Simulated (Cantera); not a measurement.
A closed system holds: 1 mol C6H6, 0.51 mol NH3, 0.94 mol H2, 0.86 mol O2, held at 10000 Pa.

Method: chemical equilibrium by Gibbs-energy minimisation in Cantera with the NASA 1993 tables (ideal gas, pure condensed phases). Candidate condensed phases: C, C6H6, C7H8, C8H18, H2O; 136 gas species. Equilibrium is a limit: real reactors are often held back by kinetics, nucleation or transport. All values below are at 1775 °C.

Base state: H2 0.697, CO 0.257, N2 0.0366, H 0.00591, HCN 0.00283, C2H2 (acetylene) 0.000731, HNC 0.000175, CH4 1.82e-5 (mole fractions); condensed: C(graphite).

Task: What changes in the equilibrium state with this change: O2 from 0.86 to 0.046 mol?

Result: 
```json
[
 {"species": "H2", "before": "0.697", "after": "0.922"},
 {"species": "N2", "before": "0.0366", "after": "0.0483"},
 {"species": "CO", "before": "0.257", "after": "0.0181"},
 {"species": "CH4", "before": "1.82e-5", "after": "3.18e-5"},
 {"species": "C2H2 (acetylene)", "before": "0.000731", "after": "0.000966"},
 {"species": "HNC", "before": "0.000175", "after": "0.000232"},
 {"species": "HCN", "before": "0.00283", "after": "0.00374"},
 {"species": "C(graphite), mol", "before": "4.25", "after": "5.88"}
]
```

Task: What changes in the equilibrium state with this change: O2 from 0.86 to 0.055 mol?

Result: 
```tsv
species	before	after
H2	0.697	0.918
N2	0.0366	0.0481
CO	0.257	0.0216
CH4	1.82e-5	3.16e-5
C2H2 (acetylene)	0.000731	0.000963
HNC	0.000175	0.000231
HCN	0.00283	0.00373
H	0.00591	0.00679
C(graphite), mol	4.25	5.86
```
